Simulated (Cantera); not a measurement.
Charge: 1 mol Si, 0.12 mol CO₂, 140 mol H₂, held at 13300 Pa.

These are equilibrium values from Cantera (NASA tables, ideal gas, pure condensed phases), not measurements of a reactor. Candidate condensed phases: C, C₆H₆, C₇H₈, C₈H₁₈, H₂O, Si, SiC, SiO₂; 123 gas species. Mutual solubility and eutectic melting of coexisting phases are not modelled. The tables hold silica as quartz up to 1696 K and as liquid above; real silica turns to tridymite and cristobalite and melts near 1996 K. Gases not in the tables: Si₂H₆ and higher silanes. Equilibrium is a limit: real reactors are often held back by kinetics, nucleation or transport.

Which condensed phases are stable at each of these points (T (K)): 1298, 1398, 1498, 1598, 1698, 1798, 1898, 1998, 2098?


```
T (K)                 condensed phases  Si condensed (%)
-----  -------------------------------  ----------------
1298   Si(s) + SiC(s) + SiO₂(β-quartz)              99.2
1398   Si(s) + SiC(s) + SiO₂(β-quartz)              92.6
1498                    Si(s) + SiC(s)              76.6
1598                    Si(s) + SiC(s)              76.8
1698                    Si(l) + SiC(s)              76.9
1798                    Si(l) + SiC(s)              77.4
1898                    Si(l) + SiC(s)              77.2
1998                    Si(l) + SiC(s)              74.4
2098                    Si(l) + SiC(s)              63.5
```

From 1298 K to 1398 K the condensed part is Si(s) + SiC(s) + SiO₂(β-quartz). From 1498 K to 1598 K the condensed part is Si(s) + SiC(s). From 1698 K to 2098 K the condensed part is Si(l) + SiC(s).
